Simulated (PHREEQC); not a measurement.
Model water analysis in mg/L, 38 °C, pH 1.99, pe 12.2: Na 399; K 52.8; Ca 179; Mg 92.7; Cl 134; S(6) as SO4 4530; Li 5.25; Cd 19.4; B 0.414; Si as SiO2 19.2; Al 19.5; Cu(2) 0.296.

Valence states are taken as typed.

All values are PHREEQC results (ion-association model, wateq4f.dat), not measurements.

### Question
The ionic strength comes out as 0.0846 mol/kgw. What activity coefficients do Li+, Mg+2, CdCl+, Al+3, AlSO4+ get?

### Answer
Li+ 0.80, Mg+2 0.42, CdCl+ 0.79, Al+3 0.18, AlSO4+ 0.78.

No solid was allowed to form. The solution is supersaturated, for example in Quartz (slow to form), so a real one may precipitate; this is no full list. Complexes and solids missing from the database can't appear. At this temperature some constants are extrapolated from 25 °C, and those without enthalpy data are left unchanged.
